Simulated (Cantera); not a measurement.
Adiabatic ignition

An adiabatic, constant-volume homogeneous reactor starts with CH3OH : O2 : N2 = 1 : 1.36 : 13.6 (molar parts), equivalence ratio 1.1, at 1375 K and 2780 Torr.

Computed with Cantera and GRI-Mech 3.0 (53 species, 325 reactions). GRI-Mech 3.0 was tuned for natural gas; its chemistry of methanol as a main component is partial and can be far from experiment.

```json
[
 {"t (s)": "9.00e-6", "T (K)": "1375", "P (bar)": "3.70", "x CH3OH": "0.0626", "x O2": "0.0852", "x C2H4": "1.10e-10", "x CH2": "7.04e-9", "x NO2": "<1e-12", "x H": "2.22e-8", "x CO": "1.08e-6"},
 {"t (s)": "2.23e-5", "T (K)": "1375", "P (bar)": "3.70", "x CH3OH": "0.0626", "x O2": "0.0852", "x C2H4": "5.87e-10", "x CH2": "7.04e-9", "x NO2": "<1e-12", "x H": "2.69e-8", "x CO": "2.72e-6"},
 {"t (s)": "5.54e-5", "T (K)": "1375", "P (bar)": "3.70", "x CH3OH": "0.0625", "x O2": "0.0851", "x C2H4": "1.81e-9", "x CH2": "7.03e-9", "x NO2": "<1e-12", "x H": "4.50e-8", "x CO": "7.30e-6"},
 {"t (s)": "0.000137", "T (K)": "1376", "P (bar)": "3.70", "x CH3OH": "0.0620", "x O2": "0.0849", "x C2H4": "3.79e-9", "x CH2": "7.09e-9", "x NO2": "<1e-12", "x H": "1.62e-7", "x CO": "3.31e-5"},
 {"t (s)": "0.000341", "T (K)": "2070", "P (bar)": "5.97", "x CH3OH": "<1e-12", "x O2": "0.0150", "x C2H4": "<1e-12", "x CH2": "<1e-12", "x NO2": "6.67e-9", "x H": "0.0117", "x CO": "0.0356"},
 {"t (s)": "0.000845", "T (K)": "2508", "P (bar)": "7.05", "x CH3OH": "<1e-12", "x O2": "0.00173", "x C2H4": "<1e-12", "x CH2": "<1e-12", "x NO2": "7.06e-8", "x H": "0.000787", "x CO": "0.0156"},
 {"t (s)": "0.00210", "T (K)": "2505", "P (bar)": "7.04", "x CH3OH": "<1e-12", "x O2": "0.00163", "x C2H4": "<1e-12", "x CH2": "<1e-12", "x NO2": "1.67e-7", "x H": "0.000781", "x CO": "0.0157"},
 {"t (s)": "0.00520", "T (K)": "2501", "P (bar)": "7.03", "x CH3OH": "<1e-12", "x O2": "0.00150", "x C2H4": "<1e-12", "x CH2": "<1e-12", "x NO2": "2.98e-7", "x H": "0.000776", "x CO": "0.0160"},
 {"t (s)": "0.0129", "T (K)": "2499", "P (bar)": "7.02", "x CH3OH": "<1e-12", "x O2": "0.00143", "x C2H4": "<1e-12", "x CH2": "<1e-12", "x NO2": "3.68e-7", "x H": "0.000773", "x CO": "0.0161"},
 {"t (s)": "0.0320", "T (K)": "2498", "P (bar)": "7.02", "x CH3OH": "<1e-12", "x O2": "0.00142", "x C2H4": "<1e-12", "x CH2": "<1e-12", "x NO2": "3.74e-7", "x H": "0.000772", "x CO": "0.0161"},
 {"t (s)": "0.0793", "T (K)": "2498", "P (bar)": "7.02", "x CH3OH": "<1e-12", "x O2": "0.00142", "x C2H4": "<1e-12", "x CH2": "<1e-12", "x NO2": "3.74e-7", "x H": "0.000772", "x CO": "0.0161"},
 {"t (s)": "0.197", "T (K)": "2498", "P (bar)": "7.02", "x CH3OH": "<1e-12", "x O2": "0.00142", "x C2H4": "<1e-12", "x CH2": "<1e-12", "x NO2": "3.74e-7", "x H": "0.000772", "x CO": "0.0161"},
 {"t (s)": "0.488", "T (K)": "2498", "P (bar)": "7.02", "x CH3OH": "<1e-12", "x O2": "0.00142", "x C2H4": "<1e-12", "x CH2": "<1e-12", "x NO2": "3.74e-7", "x H": "0.000772", "x CO": "0.0161"},
 {"t (s)": "1.21", "T (K)": "2498", "P (bar)": "7.02", "x CH3OH": "<1e-12", "x O2": "0.00142", "x C2H4": "<1e-12", "x CH2": "<1e-12", "x NO2": "3.74e-7", "x H": "0.000772", "x CO": "0.0161"},
 {"t (s)": "3.00", "T (K)": "2498", "P (bar)": "7.02", "x CH3OH": "<1e-12", "x O2": "0.00142", "x C2H4": "<1e-12", "x CH2": "<1e-12", "x NO2": "3.74e-7", "x H": "0.000772", "x CO": "0.0161"}
]
```
x: mole fraction; the columns are a selection and need not sum to one.

```
Property                                                            Result
---------------------------------  ---------------------------------------
time of steepest temperature rise                                 0.338 ms
temperature at 3.00 s                                               2498 K
equilibrium temperature                                             2498 K
x(CH3OH) at 3.00 s                   <1e-12 (gas-phase equilibrium <1e-12)
x(O2) at 3.00 s                    0.00142 (gas-phase equilibrium 0.00142)
x(C2H4) at 3.00 s                    <1e-12 (gas-phase equilibrium <1e-12)
```
